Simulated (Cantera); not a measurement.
A Cantera script and its output.

```python
import numpy as np
import cantera as ct

gas = ct.Solution("gri30.yaml")


def delay(T, t_max=10):
    gas.TPX = T, 270000, {'CO': 1, 'H2': 0.04, 'O2': 0.433, 'N2': 2.3, 'CO2': 0.61}
    reactor = ct.IdealGasConstPressureReactor(gas, clone=False)
    net = ct.ReactorNet([reactor])
    net.rtol, net.atol = 1e-8, 1e-16
    while net.time < t_max:
        t_old, T_old = net.time, reactor.T
        net.step()
        if reactor.T > T + 400:  # ignition: a rise of 400 K
            return t_old + (T + 400 - T_old) / (reactor.T - T_old) * (net.time - t_old)
    return np.nan


taus = []
for T in [1223, 1323, 1423, 1523, 1623, 1723, 1823, 1923, 2023, 2123]:
    taus.append(delay(T))
    print(f"T0 = {T:6g} K   tau = {taus[-1]:.4e} s")
```

Result:

```
T0 =   1223 K   tau = 1.1605e-04 s
T0 =   1323 K   tau = 7.6131e-05 s
T0 =   1423 K   tau = 6.1046e-05 s
T0 =   1523 K   tau = 5.5190e-05 s
T0 =   1623 K   tau = 5.4172e-05 s
T0 =   1723 K   tau = 5.6215e-05 s
T0 =   1823 K   tau = 6.0393e-05 s
T0 =   1923 K   tau = 6.6167e-05 s
T0 =   2023 K   tau = 7.3235e-05 s
T0 =   2123 K   tau = 8.1523e-05 s
```

Cantera simulation using GRI-Mech 3.0 (53 species, 325 reactions); the numbers are that mechanism's predictions, not measurements. The hydrogen kinetics of GRI-Mech 3.0 are dated; newer H2 mechanisms differ, most at raised pressure. Where the delays flatten at high temperature, the 400 K rule measures the pace of heat release, not the induction time.
